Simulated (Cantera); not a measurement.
Silicon carbide growth: SiHCl3 + C2H2 + H2 + HCl

Input: 1 mol SiHCl3, a varied amount of C2H2, 160 mol H2, 1.5 mol HCl, at 900 °C and 630 Pa.

Method: chemical equilibrium by Gibbs-energy minimisation in Cantera with the NASA 1993 tables (ideal gas, pure condensed phases). Candidate condensed phases: C, C6H6, C7H8, C8H18, Si, SiC; 109 gas species. Mutual solubility and eutectic melting of coexisting phases are not modelled. The tables' values for SiCl3 are old estimates; treat these amounts as uncertain. Equilibrium is a limit: real reactors are often held back by kinetics, nucleation or transport.

From 0.026 mol C2H2 to 0.33 mol C2H2 the condensed part is Si(s) + SiC(s). From 0.62 mol C2H2 to 1.2 mol C2H2 the condensed part is C(graphite) + SiC(s). The main Si-bearing gas is SiCl2 throughout.

```json
[
 {"n(C2H2) (mol)": "0.026", "x H2": "0.974", "x HCl": "0.0240", "x SiCl2": "0.00135", "x CH4": "1.66e-7", "n Si(s)": "0.688", "n SiC(s)": "0.0520", "n C(graphite)": "0"},
 {"n(C2H2) (mol)": "0.049", "x H2": "0.974", "x HCl": "0.0240", "x SiCl2": "0.00135", "x CH4": "1.66e-7", "n Si(s)": "0.642", "n SiC(s)": "0.0980", "n C(graphite)": "0"},
 {"n(C2H2) (mol)": "0.093", "x H2": "0.974", "x HCl": "0.0240", "x SiCl2": "0.00135", "x CH4": "1.66e-7", "n Si(s)": "0.554", "n SiC(s)": "0.186", "n C(graphite)": "0"},
 {"n(C2H2) (mol)": "0.17", "x H2": "0.974", "x HCl": "0.0240", "x SiCl2": "0.00135", "x CH4": "1.66e-7", "n Si(s)": "0.400", "n SiC(s)": "0.340", "n C(graphite)": "0"},
 {"n(C2H2) (mol)": "0.33", "x H2": "0.974", "x HCl": "0.0240", "x SiCl2": "0.00134", "x CH4": "1.66e-7", "n Si(s)": "0.0801", "n SiC(s)": "0.660", "n C(graphite)": "0"},
 {"n(C2H2) (mol)": "0.62", "x H2": "0.972", "x HCl": "0.0274", "x SiCl2": "2.50e-6", "x CH4": "0.000116", "n Si(s)": "0", "n SiC(s)": "1.000", "n C(graphite)": "0.221"},
 {"n(C2H2) (mol)": "1.2", "x H2": "0.973", "x HCl": "0.0273", "x SiCl2": "2.49e-6", "x CH4": "0.000116", "n Si(s)": "0", "n SiC(s)": "1.000", "n C(graphite)": "1.38"}
]
```
x: gas mole fraction; n: condensed amount in mol.
